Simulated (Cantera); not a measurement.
What does this Cantera script print?

```python
import numpy as np
import cantera as ct

gas = ct.Solution("gri30.yaml")
gas.TPX = 900, 31000, {'CO': 0.0037, 'O2': 0.0021, 'H2O': 0.0016, 'N2': 1}
reactor = ct.IdealGasConstPressureReactor(gas, energy="off", clone=False)
net = ct.ReactorNet([reactor])
net.rtol, net.atol = 1e-08, 1e-18
show = ['CO', 'O2', 'H2O', 'CO2', 'NO2', 'H2', 'NO']
times = np.geomspace(0.0008, 20, 15)

steps = ct.SolutionArray(gas, extra=["t"])
rows = []
print(f"{'t/s':>10s}{'T/K':>9s}{'P/Pa':>11s}" + "".join(f"{s:>11s}" for s in show))
for t in times:
    while net.time < t:
        t_next = net.step()
        steps.append(gas.state, t=t_next)
    rows.append([np.interp(t, steps.t, y) for y in (steps.T, steps.P, *steps(*show).X.T)])
    print(f"{t:10.3e}{rows[-1][0]:9.1f}{rows[-1][1]:11.4g}" + "".join(f"{x:11.3e}" for x in rows[-1][2:]))
rate = np.gradient(steps.T, steps.t)
print("integrator steps:", len(steps.t))
if steps.T.max() > steps.T[0] + 200:
    print(f"time of steepest temperature rise: {steps.t[rate.argmax()]:.4e} s")
gas.TPX = 900, 31000, {'CO': 0.0037, 'O2': 0.0021, 'H2O': 0.0016, 'N2': 1}
gas.equilibrate("TP")
print(f"equilibrium (TP): T = {gas.T:.1f} K  " + "  ".join(f"{s} {gas[s].X[0]:.3e}" for s in show))
```

It prints:

```
       t/s      T/K       P/Pa         CO         O2        H2O        CO2        NO2         H2         NO
 8.000e-04    900.0    3.1e+04  3.673e-03  2.085e-03  1.588e-03  1.576e-13  3.069e-37  5.148e-19  1.694e-26
 1.649e-03    900.0    3.1e+04  3.673e-03  2.085e-03  1.588e-03  3.273e-13  3.653e-36  5.889e-18  8.116e-26
 3.399e-03    900.0    3.1e+04  3.673e-03  2.085e-03  1.588e-03  6.869e-13  5.523e-35  5.994e-17  3.842e-25
 7.007e-03    900.0    3.1e+04  3.673e-03  2.085e-03  1.588e-03  1.474e-12  1.163e-33  5.036e-16  1.729e-24
 1.444e-02    900.0    3.1e+04  3.673e-03  2.085e-03  1.588e-03  3.314e-12  3.944e-32  3.532e-15  7.531e-24
 2.977e-02    900.0    3.1e+04  3.673e-03  2.085e-03  1.588e-03  8.115e-12  1.714e-30  2.082e-14  3.255e-23
 6.137e-02    900.0    3.1e+04  3.673e-03  2.085e-03  1.588e-03  2.262e-11  7.395e-29  1.076e-13  1.427e-22
 1.265e-01    900.0    3.1e+04  3.673e-03  2.085e-03  1.588e-03  7.524e-11  3.130e-27  5.332e-13  6.640e-22
 2.607e-01    900.0    3.1e+04  3.673e-03  2.085e-03  1.588e-03  3.245e-10  1.605e-25  2.898e-12  3.923e-21
 5.374e-01    900.0    3.1e+04  3.673e-03  2.085e-03  1.588e-03  2.331e-09  2.366e-23  2.341e-11  6.251e-20
 1.108e+00    900.0    3.1e+04  3.673e-03  2.085e-03  1.588e-03  6.074e-08  2.184e-19  7.031e-10  2.475e-17
 2.284e+00    900.0    3.1e+04  3.655e-03  2.076e-03  1.587e-03  1.774e-05  3.924e-14  9.219e-07  7.302e-13
 4.707e+00    900.0    3.1e+04  3.016e-03  1.763e-03  1.570e-03  6.582e-04  1.799e-12  1.814e-05  3.499e-10
 9.703e+00    900.0    3.1e+04  8.379e-04  6.740e-04  1.575e-03  2.840e-03  8.768e-12  1.494e-05  3.440e-09
 2.000e+01    900.0    3.1e+04  1.244e-04  3.129e-04  1.586e-03  3.555e-03  2.771e-11  4.770e-06  4.790e-09
integrator steps: 832
equilibrium (TP): T = 900.0 K  CO 5.869e-13  O2 2.484e-04  H2O 1.591e-03  CO2 3.680e-03  NO2 7.990e-10  H2 5.837e-13  NO 3.584e-07
```

Cantera simulation using GRI-Mech 3.0 (53 species, 325 reactions); the numbers are that mechanism's predictions, not measurements.
